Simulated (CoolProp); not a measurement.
Isobutane at 268.37 K and 0.514 MPa flows at 0.25 m/s in a round tube of 10 mm bore and 0.25 µm roughness, fully developed (64/Re and Nu = 3.66 if laminar; Colebrook and Gnielinski if turbulent). Each further row changes one setting.

Computed with CoolProp (reference Helmholtz-energy equation of state, Bücker 2006).

| case | Reynolds number | Darcy friction factor | pressure drop (Pa/m) | heat-transfer coefficient (W/(m² K)) | mass flow (kg/h) |
|---|---|---|---|---|---|
| as stated | 6950 | 0.0341 | … | 482 | 41.5 |
| velocity 0.5 m/s | 13900 | 0.0284 | 208 | 918 | … |
| diameter 20 mm | 13900 | 0.0284 | 26.0 | … | 166 |

### Question
Fill in the missing entries.

### Answer

- as stated, pressure drop (Pa/m): 62.5
- velocity 0.5 m/s, mass flow (kg/h): 82.9
- diameter 20 mm, heat-transfer coefficient (W/(m² K)): 459

Viscosity comes from a separate model (Vogel 2000). Thermal conductivity comes from a separate model (Perkins 2002).
